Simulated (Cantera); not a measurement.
A Cantera script and its output.

```python
import numpy as np
import cantera as ct

gas = ct.Solution("gri30.yaml")
gas.TPX = 1525, 500000, {'CO': 1, 'H2': 0.016, 'CH4': 0.31, 'O2': 0.76, 'N2': 3.27, 'CO2': 0.39}
reactor = ct.IdealGasReactor(gas, energy="on", clone=False)
net = ct.ReactorNet([reactor])
net.rtol, net.atol = 1e-08, 1e-16
show = ['CO', 'H2', 'CH4', 'H', 'CH2', 'HCN', 'C2H']
times = np.geomspace(2e-06, 2, 14)

steps = ct.SolutionArray(gas, extra=["t"])
rows = []
print(f"{'t/s':>10s}{'T/K':>9s}{'P/Pa':>11s}" + "".join(f"{s:>11s}" for s in show))
for t in times:
    while net.time < t:
        t_next = net.step()
        steps.append(gas.state, t=t_next)
    rows.append([np.interp(t, steps.t, y) for y in (steps.T, steps.P, *steps(*show).X.T)])
    print(f"{t:10.3e}{rows[-1][0]:9.1f}{rows[-1][1]:11.4g}" + "".join(f"{x:11.3e}" for x in rows[-1][2:]))
rate = np.gradient(steps.T, steps.t)
print("integrator steps:", len(steps.t))
if steps.T.max() > steps.T[0] + 200:
    print(f"time of steepest temperature rise: {steps.t[rate.argmax()]:.4e} s")
gas.TPX = 1525, 500000, {'CO': 1, 'H2': 0.016, 'CH4': 0.31, 'O2': 0.76, 'N2': 3.27, 'CO2': 0.39}
gas.equilibrate("UV")
print(f"equilibrium (UV): T = {gas.T:.1f} K  " + "  ".join(f"{s} {gas[s].X[0]:.3e}" for s in show))
```

It prints:

```
       t/s      T/K       P/Pa         CO         H2        CH4          H        CH2        HCN        C2H
 2.000e-06   1525.0      5e+05  1.740e-01  2.785e-03  5.395e-02  3.707e-08  1.814e-12  6.940e-18  4.417e-23
 5.789e-06   1525.0      5e+05  1.740e-01  2.785e-03  5.394e-02  6.154e-08  1.099e-11  7.657e-17  4.414e-21
 1.675e-05   1525.1      5e+05  1.740e-01  2.787e-03  5.391e-02  1.488e-07  9.609e-11  9.688e-16  1.183e-18
 4.849e-05   1526.0  5.003e+05  1.740e-01  2.805e-03  5.369e-02  5.540e-07  1.210e-09  2.256e-14  7.944e-16
 1.403e-04   1538.2  5.042e+05  1.737e-01  3.106e-03  5.188e-02  1.812e-06  7.101e-09  7.111e-13  4.562e-13
 4.062e-04   2923.4   9.54e+05  1.421e-01  1.164e-02  1.500e-13  4.363e-03  7.197e-13  1.923e-08  9.307e-17
 1.176e-03   2912.4  9.506e+05  1.429e-01  1.183e-02  1.611e-13  4.254e-03  7.051e-13  2.946e-08  9.122e-17
 3.403e-03   2912.4  9.506e+05  1.429e-01  1.183e-02  1.612e-13  4.254e-03  7.050e-13  2.950e-08  9.121e-17
 9.848e-03   2912.4  9.506e+05  1.429e-01  1.183e-02  1.612e-13  4.254e-03  7.050e-13  2.950e-08  9.121e-17
 2.850e-02   2912.4  9.506e+05  1.429e-01  1.183e-02  1.612e-13  4.254e-03  7.050e-13  2.950e-08  9.121e-17
 8.249e-02   2912.4  9.506e+05  1.429e-01  1.183e-02  1.612e-13  4.254e-03  7.050e-13  2.950e-08  9.121e-17
 2.388e-01   2912.4  9.506e+05  1.429e-01  1.183e-02  1.612e-13  4.254e-03  7.050e-13  2.950e-08  9.121e-17
 6.910e-01   2912.4  9.506e+05  1.429e-01  1.183e-02  1.612e-13  4.254e-03  7.050e-13  2.950e-08  9.121e-17
 2.000e+00   2912.4  9.506e+05  1.429e-01  1.183e-02  1.612e-13  4.254e-03  7.050e-13  2.950e-08  9.121e-17
integrator steps: 1956
time of steepest temperature rise: 2.8110e-04 s
equilibrium (UV): T = 2912.4 K  CO 1.429e-01  H2 1.183e-02  CH4 2.006e-13  H 4.254e-03  CH2 7.513e-13  HCN 2.950e-08  C2H 9.537e-17
```

Detailed kinetics in Cantera: GRI-Mech 3.0 (53 species, 325 reactions).
